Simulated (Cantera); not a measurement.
## Thermodynamics of silicon oxide and oxynitride deposition, feed HMDSO + CO2 + N2

Charge: 1 mol HMDSO, 10 mol CO2, 87 mol N2, at 21.0 Torr.

Cantera equilibrium calculation (NASA polynomials, part measured and part estimated; ideal gas, pure solids and liquids). Candidate condensed phases: C, C6H6, C7H8, C8H18, H2O, Si, SiC, SiO2, Si2N2O, Si3N4; 151 gas species. The feed counts by its element totals alone. The tables hold silica as quartz up to 1696 K and as liquid above; real silica turns to tridymite and cristobalite and melts near 1996 K. Kinetics and transport are ignored.

From 750 K to 800 K the condensed part is C(graphite) + SiO2(α-quartz). At 850 K the condensed part is C(graphite) + SiO2(β-quartz). From 900 K to 1350 K the condensed part is SiO2(β-quartz).

```
T (K)   x N2    x CO    x H2    x CO2    x H2O     x CH4       x H  n C(graphite)  n SiO2(α-quartz)  n SiO2(β-quartz)
-----  -----  ------  ------  -------  -------  --------  --------  -------------  ----------------  ----------------
750    0.814  0.0549  0.0731   0.0470   0.0102  0.000477    <1e-12           5.06              2.00                 0
800    0.794  0.0976  0.0768   0.0263  0.00491  0.000222  4.80e-12           2.40              2.00                 0
850    0.779   0.130  0.0784   0.0102  0.00201  0.000107  3.43e-11          0.349                 0              2.00
900    0.777   0.136  0.0785  0.00715  0.00180   2.17e-5  1.96e-10              0                 0              2.00
950    0.777   0.136  0.0782  0.00676  0.00217   3.68e-6  9.30e-10              0                 0              2.00
1000   0.777   0.136  0.0778  0.00639  0.00254   7.49e-7   3.78e-9              0                 0              2.00
1050   0.777   0.137  0.0775  0.00603  0.00290   1.79e-7   1.35e-8              0                 0              2.00
1100   0.777   0.137  0.0771  0.00569  0.00324   4.89e-8   4.29e-8              0                 0              2.00
1150   0.777   0.137  0.0768  0.00537  0.00356   1.50e-8   1.24e-7              0                 0              2.00
1200   0.777   0.138  0.0765  0.00507  0.00386   5.13e-9   3.26e-7              0                 0              2.00
1250   0.777   0.138  0.0762  0.00479  0.00414   1.92e-9   7.98e-7              0                 0              2.00
1300   0.777   0.138  0.0760  0.00454  0.00439  7.76e-10   1.82e-6              0                 0              2.00
1350   0.777   0.139  0.0757  0.00430  0.00462  3.37e-10   3.92e-6              0                 0              2.00
```
x: gas mole fraction; n: condensed amount in mol.
